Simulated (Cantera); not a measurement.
Input: 1 mol SiCl₄, 45 mol NH₃, held at 700 °C and 3.50 mbar.

Method: chemical equilibrium by Gibbs-energy minimisation in Cantera with the NASA 1993 tables (ideal gas, pure condensed phases). Candidate condensed phases: NH₄Cl, Si, Si₃N₄; 28 gas species. Kinetics and transport are ignored.

Base state: H₂ 0.717, N₂ 0.239, HCl 0.0438 (mole fractions); condensed: Si₃N₄(s).

Question: What changes in the equilibrium state with this change: temperature from 700 °C to 1725 °C?

Answer: 
| species | before | after |
|---|---|---|
| H₂ | 0.717 | 0.690 |
| N₂ | 0.239 | 0.240 |
| HCl | 0.0438 | 0.0360 |
| H | 1.55e-8 | 0.0225 |
| Si | <1e-9 | 0.00701 |
| Cl | <1e-9 | 0.000877 |
| SiCl | <1e-9 | 0.000539 |
| SiH | <1e-9 | 0.000235 |
| SiCl₂ | 1.36e-8 | 0.00260 |
| SiN | <1e-9 | 5.31e-5 |
| Si₃N₄(s), mol | 0.333 | 0 |
The tables' values for SiCl, SiN are old estimates; treat these amounts as uncertain. Gases not in the tables: Si₂H₆ and higher silanes.
